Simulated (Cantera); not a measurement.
Mixture: CH4 : CO : O2 : N2 = 1 : 0.059 : 3.5 : 13.2 (molar parts), equivalence ratio 0.58, at 5.70 bar, adiabatic and at constant pressure. Ignition delay is the time to a rise of 400 K.

Model: GRI-Mech 3.0 (53 species, 325 reactions), integrated in Cantera.

Task: Predict: delay at 1175 K; delay at 1275 K; delay at 1375 K; delay at 1475 K; apparent activation energy between 1425 and 1525 K.

Result: delay at 1175 K: 9.74 ms
delay at 1275 K: 2.73 ms
delay at 1375 K: 0.873 ms
delay at 1475 K: 0.313 ms
apparent activation energy between 1425 and 1525 K: 180 kJ/mol
